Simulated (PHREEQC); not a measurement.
A PHREEQC input (ion-association model, phreeqc.dat):

```
SOLUTION 1
  temp 25
  units mg/kgw
  pH 6.72 charge
  pe 10.7
  Na 0.0322
  K 0.00132
  Ca 0.0263
  Mg 0.00689
  Cl 0.0821
  S(6) 0.0351 as SO4
  Alkalinity 0.024 as HCO3
  Li 8.62e-05
  Zn 0.000485
END
USE solution 1
EQUILIBRIUM_PHASES 1
  CO2(g) -2 10
END
```

It stops with these messages:

```
ERROR: pH adustment cannot attain charge balance when alkalinity is fixed.
ERROR: Program terminating due to input errors.
```

The fault: pH asked from the charge balance while alkalinity is fixed. The line should read `pH 6.72` where the input has `pH 6.72 charge`. With the mend the run ends at pH 4.92 and ionic strength 1.69e-5 mol/kgw.
